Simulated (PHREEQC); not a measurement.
# Metal-bearing waste water: an equilibrium model

Solution (16 °C): 0.039 mol/kgw FeCl3, 0.00093 mol/kgw CuCl2, 9.3e-05 mol/kgw HCl and 0.057 mol/kgw NaCl. It is in equilibrium with CO2 at log p = -3.4 (atm). Otherwise closed; pH follows from the charge balance.

Equilibrium calculation in PHREEQC: ion-association model, phreeqc.dat.

```
Quantity                 Result
----------------  -------------
pH                         2.11
ionic strength    0.230 mol/kgw
total alkalinity   -78.1 meq/kg
```

```json
[
 {"species": "Cl-", "molality": "0.155", "activity": "0.110", "log γ": "-0.150"},
 {"species": "Na+", "molality": "0.0570", "activity": "0.0424", "log γ": "-0.128"},
 {"species": "FeCl+2", "molality": "0.0137", "activity": "0.00393", "log γ": "-0.540"},
 {"species": "Fe+3", "molality": "0.0126", "activity": "0.00159", "log γ": "-0.899"},
 {"species": "H+", "molality": "0.00972", "activity": "0.00772", "log γ": "-0.100"},
 {"species": "FeCl2+", "molality": "0.00354", "activity": "0.00259", "log γ": "-0.135"},
 {"species": "FeOH+2", "molality": "0.00266", "activity": "0.000767", "log γ": "-0.540"},
 {"species": "Fe2(OH)2+4", "molality": "0.00261", "activity": "2.32e-5", "log γ": "-2.051"},
 {"species": "Cu+2", "molality": "0.000855", "activity": "0.000273", "log γ": "-0.497"}
]
```

Precipitation was switched off in this run. Examples of supersaturated solids here: Hematite (slow to form), Goethite (slow to form). Others may be too. Complexes and solids missing from the database can't appear.
